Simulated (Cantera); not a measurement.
Input: 1 mol Cr₂O₃, 2000 mol H₂, equilibrated at 203 Torr.

Equilibrium computed with Cantera from the NASA thermochemical tables; the gas is ideal and each condensed phase is pure. Candidate condensed phases: Cr, Cr₂O₃, H₂O; 13 gas species. Mutual solubility and eutectic melting of coexisting phases are not modelled. Equilibrium is a limit: real reactors are often held back by kinetics, nucleation or transport.

Problem. Which condensed phases are stable at each of these points (T (°C)): 702, 902, 1102, 1302, 1502, 1702, 1902?

Solution. 
| T (°C) | condensed phases | Cr condensed (%) |
|---|---|---|
| 702 | Cr(s) + Cr₂O₃(s) | 100.0 |
| 902 | Cr(s) + Cr₂O₃(s) | 100.0 |
| 1102 | Cr(s) + Cr₂O₃(s) | 100.0 |
| 1302 | Cr(s) | 99.1 |
| 1502 | Cr(s) | 75.9 |
| 1702 | gas only | 0.0 |
| 1902 | gas only | 0.0 |

From 702 °C to 1102 °C the condensed part is Cr(s) + Cr₂O₃(s). From 1302 °C to 1502 °C the condensed part is Cr(s). From 1702 °C to 1902 °C nothing is condensed.
